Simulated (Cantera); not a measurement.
## Stirred combustor or abatement burner

A perfectly stirred reactor is fed with CH4 : O2 : N2 = 1 : 3.03 : 11.4 (molar parts), equivalence ratio 0.66, at 4.93 atm; it is adiabatic with a 575 K inlet, and is followed from long to short residence time, starting on the burning branch (τ in s: 0.023, 0.014, 0.0085, 0.0052, 0.0032, 0.0019, 0.0012, 0.00072, 0.00044, 0.00027, 0.00016, 0.0001, 6.1e-05).

Cantera simulation using GRI-Mech 3.0 (53 species, 325 reactions); the numbers are that mechanism's predictions, not measurements.

```json
[
 {"τ (s)": "0.023", "T (K)": "1982", "x CH4": "8.82e-6", "x O2": "0.0665", "x C2H6": "1.76e-10", "x CO2": "0.0644", "x C2H2": "1.67e-9", "x NO": "7.25e-5", "x CH2": "5.14e-8"},
 {"τ (s)": "0.014", "T (K)": "1980", "x CH4": "1.31e-5", "x O2": "0.0666", "x C2H6": "3.70e-10", "x CO2": "0.0643", "x C2H2": "3.25e-9", "x NO": "5.50e-5", "x CH2": "8.23e-8"},
 {"τ (s)": "0.0085", "T (K)": "1978", "x CH4": "1.92e-5", "x O2": "0.0666", "x C2H6": "7.31e-10", "x CO2": "0.0641", "x C2H2": "5.85e-9", "x NO": "4.39e-5", "x CH2": "1.31e-7"},
 {"τ (s)": "0.0052", "T (K)": "1975", "x CH4": "2.74e-5", "x O2": "0.0667", "x C2H6": "1.35e-9", "x CO2": "0.0639", "x C2H2": "9.69e-9", "x NO": "3.68e-5", "x CH2": "2.04e-7"},
 {"τ (s)": "0.0032", "T (K)": "1971", "x CH4": "3.85e-5", "x O2": "0.0669", "x C2H6": "2.38e-9", "x CO2": "0.0635", "x C2H2": "1.50e-8", "x NO": "3.20e-5", "x CH2": "3.12e-7"},
 {"τ (s)": "0.0019", "T (K)": "1964", "x CH4": "5.50e-5", "x O2": "0.0670", "x C2H6": "4.19e-9", "x CO2": "0.0630", "x C2H2": "2.29e-8", "x NO": "2.82e-5", "x CH2": "4.86e-7"},
 {"τ (s)": "0.0012", "T (K)": "1957", "x CH4": "7.53e-5", "x O2": "0.0673", "x C2H6": "6.79e-9", "x CO2": "0.0624", "x C2H2": "3.22e-8", "x NO": "2.55e-5", "x CH2": "7.10e-7"},
 {"τ (s)": "0.00072", "T (K)": "1947", "x CH4": "0.000107", "x O2": "0.0677", "x C2H6": "1.16e-8", "x CO2": "0.0614", "x C2H2": "4.61e-8", "x NO": "2.27e-5", "x CH2": "1.06e-6"},
 {"τ (s)": "0.00044", "T (K)": "1933", "x CH4": "0.000152", "x O2": "0.0683", "x C2H6": "1.96e-8", "x CO2": "0.0602", "x C2H2": "6.48e-8", "x NO": "2.00e-5", "x CH2": "1.55e-6"},
 {"τ (s)": "0.00027", "T (K)": "1915", "x CH4": "0.000218", "x O2": "0.0692", "x C2H6": "3.42e-8", "x CO2": "0.0584", "x C2H2": "9.21e-8", "x NO": "1.74e-5", "x CH2": "2.22e-6"},
 {"τ (s)": "0.00016", "T (K)": "1888", "x CH4": "0.000331", "x O2": "0.0706", "x C2H6": "6.73e-8", "x CO2": "0.0558", "x C2H2": "1.40e-7", "x NO": "1.45e-5", "x CH2": "3.22e-6"},
 {"τ (s)": "0.00010", "T (K)": "1856", "x CH4": "0.000507", "x O2": "0.0726", "x C2H6": "1.42e-7", "x CO2": "0.0524", "x C2H2": "2.24e-7", "x NO": "1.17e-5", "x CH2": "4.47e-6"},
 {"τ (s)": "6.1e-5", "T (K)": "1805", "x CH4": "0.000894", "x O2": "0.0761", "x C2H6": "4.40e-7", "x CO2": "0.0468", "x C2H2": "4.60e-7", "x NO": "8.04e-6", "x CH2": "6.37e-6"}
]
```
x: mole fraction; the columns are a selection and need not sum to one.
